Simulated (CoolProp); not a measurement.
The numbers come from the reference Helmholtz-energy equation of state, de Vries 1995 in CoolProp.

Give the vapour pressure (bar), liquid density (kg/m³), vapour density (kg/m³), enthalpy of vaporisation (kJ/kg) of saturated R124 at -32.85, 13.95, 25.65 °C.


```csv
T (°C),p (bar),liquid density (kg/m³),vapour density (kg/m³),enthalpy of vaporisation (kJ/kg)
-32.85,0.386,1530,2.69,175
13.95,2.68,1390,16.7,153
25.65,3.90,1350,24.1,146
```
